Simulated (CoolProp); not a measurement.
Vapour-liquid equilibrium of carbon dioxide (1) + carbonyl sulfide (2) at 0.689 MPa; x and y are mole fractions of (1).

The numbers come from the multi-fluid Helmholtz-energy mixture model, Span 1996 and Lemmon 2006; pair parameters Bell 2016 in CoolProp.

```
x     bubble temperature (°C)  y at the bubble point  dew temperature at overall composition x (°C)  liquid density (mol/L)
----  -----------------------  ---------------------  ---------------------------------------------  ----------------------
0.05                     -8.5                  0.285                                            0.3                   18.14
0.2                     -26.7                  0.652                                           -5.2                   19.53
0.35                    -35.2                  0.780                                          -11.2                   20.65
0.5                     -40.2                  0.845                                          -18.2                   21.73
0.65                    -43.6                  0.891                                          -26.5                   22.88
0.8                     -46.4                  0.933                                          -36.7                   24.17
0.95                    -48.9                  0.981                                          -47.3                   25.66
```

No azeotrope shows between x = 0.05 and 0.95.

Pair parameters are fitted to limited data, so mixtures are less certain than the pure fluids.
